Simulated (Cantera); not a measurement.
Cantera with NASA thermochemical tables; ideal gases at 1 bar, condensed phases pure. Values are per mole of reaction as written; species without (g) are pure solids or liquids, kept so even where they would boil at 1 bar.

CaS + O3(g) ⇌ SO3(g) + Ca(g)

```tsv
T (K)	ΔH° (kJ)	ΔS° (J/K)	ΔG° (kJ)	log10 K
300	…	…	…	…
973	…	…	…	…
1173	101.6	97.0	-12.2	0.55
1373	99.1	95.1	-31.4	1.20
1573	96.2	93.1	-50.3	1.67
1773	92.8	91.1	-68.7	2.02
1973	…	…	…	…
2173	…	…	…	…
```

Q: Some entries are withheld; supply them.

A: 
- 300, ΔH° (kJ): 113.4
- 300, ΔS° (J/K): 116.0
- 300, ΔG° (kJ): 78.7
- 300, log10 K: -13.69
- 973, ΔH° (kJ): 104.1
- 973, ΔS° (J/K): 99.4
- 973, ΔG° (kJ): 7.4
- 973, log10 K: -0.40
- 1973, ΔH° (kJ): 88.4
- 1973, ΔS° (J/K): 88.8
- 1973, ΔG° (kJ): -86.7
- 1973, log10 K: 2.29
- 2173, ΔH° (kJ): 83.2
- 2173, ΔS° (J/K): 86.2
- 2173, ΔG° (kJ): -104.2
- 2173, log10 K: 2.50
